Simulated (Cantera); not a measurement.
What does this Cantera script print?

```python
import numpy as np
import cantera as ct

gas = ct.Solution("gri30.yaml")
gas.TPX = 1625, 101325, {'C2H6': 1, 'N2': 19}
reactor = ct.IdealGasConstPressureReactor(gas, energy="off", clone=False)
net = ct.ReactorNet([reactor])
net.rtol, net.atol = 1e-08, 1e-18
show = ['C2H6', 'H', 'H2', 'HCN', 'CH2', 'C2H4', 'CH3']
times = np.geomspace(9e-06, 100, 11)

steps = ct.SolutionArray(gas, extra=["t"])
rows = []
print(f"{'t/s':>10s}{'T/K':>9s}{'P/Pa':>11s}" + "".join(f"{s:>11s}" for s in show))
for t in times:
    while net.time < t:
        t_next = net.step()
        steps.append(gas.state, t=t_next)
    rows.append([np.interp(t, steps.t, y) for y in (steps.T, steps.P, *steps(*show).X.T)])
    print(f"{t:10.3e}{rows[-1][0]:9.1f}{rows[-1][1]:11.4g}" + "".join(f"{x:11.3e}" for x in rows[-1][2:]))
rate = np.gradient(steps.T, steps.t)
print("integrator steps:", len(steps.t))
if steps.T.max() > steps.T[0] + 200:
    print(f"time of steepest temperature rise: {steps.t[rate.argmax()]:.4e} s")
gas.TPX = 1625, 101325, {'C2H6': 1, 'N2': 19}
gas.equilibrate("TP")
print(f"equilibrium (TP): T = {gas.T:.1f} K  " + "  ".join(f"{s} {gas[s].X[0]:.3e}" for s in show))
```

Output:

```
       t/s      T/K       P/Pa       C2H6          H         H2        HCN        CH2       C2H4        CH3
 9.000e-06   1625.0  1.013e+05  4.657e-02  6.848e-05  1.282e-03  2.410e-08  3.268e-06  1.346e-03  2.573e-03
 4.558e-05   1625.0  1.013e+05  2.603e-02  1.327e-04  1.708e-02  4.300e-07  5.590e-06  1.653e-02  2.963e-03
 2.309e-04   1625.0  1.013e+05  1.411e-03  1.051e-04  4.836e-02  7.934e-07  1.033e-06  2.116e-02  6.641e-04
 1.169e-03   1625.0  1.013e+05  2.246e-05  2.077e-05  6.231e-02  8.139e-07  2.970e-08  8.600e-03  9.686e-05
 5.923e-03   1625.0  1.013e+05  7.977e-06  1.559e-05  6.945e-02  8.102e-07  1.351e-08  1.360e-03  6.455e-05
 3.000e-02   1625.0  1.013e+05  6.555e-06  1.628e-05  7.223e-02  8.179e-07  1.244e-08  3.116e-04  5.908e-05
 1.519e-01   1625.0  1.013e+05  3.081e-06  1.777e-05  7.806e-02  8.536e-07  8.758e-09  3.149e-04  4.085e-05
 7.696e-01   1625.0  1.013e+05  4.921e-07  2.002e-05  8.578e-02  9.504e-07  3.574e-09  3.403e-04  1.608e-05
 3.898e+00   1625.0  1.013e+05  1.212e-07  2.098e-05  8.854e-02  1.137e-06  1.570e-09  3.548e-04  6.919e-06
 1.974e+01   1625.0  1.013e+05  1.145e-07  2.101e-05  8.862e-02  1.864e-06  1.506e-09  3.553e-04  6.633e-06
 1.000e+02   1625.0  1.013e+05  1.145e-07  2.101e-05  8.862e-02  5.938e-06  1.506e-09  3.553e-04  6.633e-06
integrator steps: 1556
equilibrium (TP): T = 1625.0 K  C2H6 3.868e-08  H 2.113e-05  H2 8.965e-02  HCN 6.057e-02  CH2 8.706e-10  C2H4 1.187e-04  CH3 3.856e-06
```

Computed with Cantera and GRI-Mech 3.0 (53 species, 325 reactions). GRI-Mech 3.0 stops at C3 and has no aromatics, soot or wall deposition, so with more carbon than oxygen in the feed, carbon stays in small species such as C2H2 where larger ones or solid carbon would form.
